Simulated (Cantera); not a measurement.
Cantera run:

```python
import numpy as np
import cantera as ct

gas_names = """
    Si CH3F CF3 SiC2 H
""".split()
cond_names = """

""".split()


def load(file, names, dense=False):
    # The tables refer to 1 bar. Condensed volumes are neglected.
    table = {s.name: s for s in ct.Species.list_from_file(file)}
    out = []
    for n in names:
        d = dict(table[n].input_data)
        d["thermo"] = dict(d["thermo"], **{"reference-pressure": 1e5})
        if dense:
            d["equation-of-state"] = {"model": "constant-volume", "density": "1e6 g/cm^3"}
        out.append(ct.Species.from_dict(d))
    return out


species = {s.name: s for s in load("nasa_gas.yaml", gas_names) + load("nasa_condensed.yaml", cond_names)}
# Each term lists the table entries of one substance; the one whose range holds T is used.
reactions = {
    'Si(g) + 3 CH3F(g) = CF3(g) + SiC2(g) + 9 H(g)':
        [(-1, ['Si']), (-3, ['CH3F']), (1, ['CF3']), (1, ['SiC2']), (9, ['H'])],
}


def pick(names, T):
    return next(species[n] for n in names if species[n].thermo.min_temp <= T <= species[n].thermo.max_temp)


results = []
for label, terms in reactions.items():
    print(label)
    print("     T/K   dH/kJ  dS/(J/K)   dG/kJ   log10 K")
    for T in [750, 775, 800, 825, 850, 875]:
        used = [(nu, pick(names, T)) for nu, names in terms]
        dH = sum(nu * s.thermo.h(T) for nu, s in used) / 1e6
        dS = sum(nu * s.thermo.s(T) for nu, s in used) / 1e3
        dG = dH - T * dS / 1e3
        logK = -dG * 1e6 / (ct.gas_constant * T * np.log(10))
        results.append((label, T, dH, dS, dG, logK, [s.name for _, s in used]))
        print(f"{T:8g} {dH:8.1f} {dS:8.1f} {dG:8.1f} {logK:8.2f}")
```

It prints:

```
Si(g) + 3 CH3F(g) = CF3(g) + SiC2(g) + 9 H(g)
     T/K   dH/kJ  dS/(J/K)   dG/kJ   log10 K
     750   2425.3    814.9   1814.1  -126.34
     775   2427.6    818.0   1793.7  -120.89
     800   2429.9    820.8   1773.2  -115.78
     825   2432.1    823.5   1752.7  -110.97
     850   2434.2    826.1   1732.0  -106.44
     875   2436.2    828.4   1711.4  -102.16
```

Cantera with NASA thermochemical tables; ideal gases at 1 bar, condensed phases pure. Condensed species are held in their standard states even where they would react or evaporate.
